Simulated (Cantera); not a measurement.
An adiabatic, constant-volume homogeneous reactor starts with 4.03 % CH4, 20.2 % O2, 75.8 % N2, at 1550 K and 5.00 bar.

Model: GRI-Mech 3.0 (53 species, 325 reactions), integrated in Cantera.

x: mole fraction; the columns are a selection and need not sum to one.

| t (s) | T (K) | P (bar) | x CH4 | x O2 | x CH2CO | x O | x H | x C2H6 | x HCN |
|---|---|---|---|---|---|---|---|---|---|
| 2.00e-6 | 1550 | 5.00 | 0.0403 | 0.202 | <1e-12 | 1.45e-8 | 1.20e-8 | 1.39e-10 | <1e-12 |
| 4.43e-6 | 1550 | 5.00 | 0.0403 | 0.202 | <1e-12 | 2.16e-8 | 1.49e-8 | 1.83e-9 | <1e-12 |
| 9.80e-6 | 1550 | 5.00 | 0.0403 | 0.202 | <1e-12 | [?] | [?] | [?] | <1e-12 |
| 2.17e-5 | 1550 | 5.00 | 0.0403 | 0.202 | 1.37e-11 | [?] | [?] | [?] | <1e-12 |
| 4.80e-5 | 1551 | 5.00 | 0.0401 | 0.201 | 3.42e-9 | 4.51e-7 | 2.40e-7 | 1.51e-5 | <1e-12 |
| 0.000106 | 1564 | 5.05 | 0.0378 | 0.200 | 1.83e-6 | 2.99e-6 | 2.85e-6 | 0.000347 | 1.39e-12 |
| 0.000235 | 2546 | 8.25 | <1e-12 | 0.118 | <1e-12 | 0.00218 | 0.000257 | <1e-12 | 2.28e-12 |
| 0.000521 | 2543 | 8.24 | <1e-12 | 0.118 | <1e-12 | 0.00214 | 0.000252 | <1e-12 | 2.49e-12 |
| 0.00115 | 2536 | 8.22 | <1e-12 | 0.116 | <1e-12 | 0.00207 | 0.000243 | <1e-12 | 2.82e-12 |
| 0.00255 | 2526 | 8.18 | <1e-12 | 0.114 | <1e-12 | 0.00196 | 0.000230 | <1e-12 | 3.18e-12 |
| 0.00565 | 2515 | 8.15 | <1e-12 | 0.112 | <1e-12 | 0.00184 | 0.000215 | <1e-12 | 3.38e-12 |
| 0.0125 | 2510 | 8.13 | <1e-12 | 0.111 | <1e-12 | 0.00179 | 0.000208 | <1e-12 | 3.42e-12 |
| 0.0277 | 2509 | 8.12 | <1e-12 | 0.111 | <1e-12 | 0.00178 | 0.000208 | <1e-12 | 3.43e-12 |
| 0.0612 | 2509 | 8.12 | <1e-12 | 0.111 | <1e-12 | 0.00178 | 0.000208 | <1e-12 | 3.43e-12 |
| 0.136 | 2509 | 8.12 | <1e-12 | 0.111 | <1e-12 | 0.00178 | 0.000208 | <1e-12 | 3.43e-12 |
| 0.300 | 2509 | 8.12 | <1e-12 | 0.111 | <1e-12 | 0.00178 | 0.000208 | <1e-12 | 3.43e-12 |

What belongs in the gaps?


- 9.80e-6, x O: 4.16e-8
- 9.80e-6, x H: 2.29e-8
- 9.80e-6, x C2H6: 2.69e-8
- 2.17e-5, x O: 1.12e-7
- 2.17e-5, x H: 5.30e-8
- 2.17e-5, x C2H6: 5.20e-7
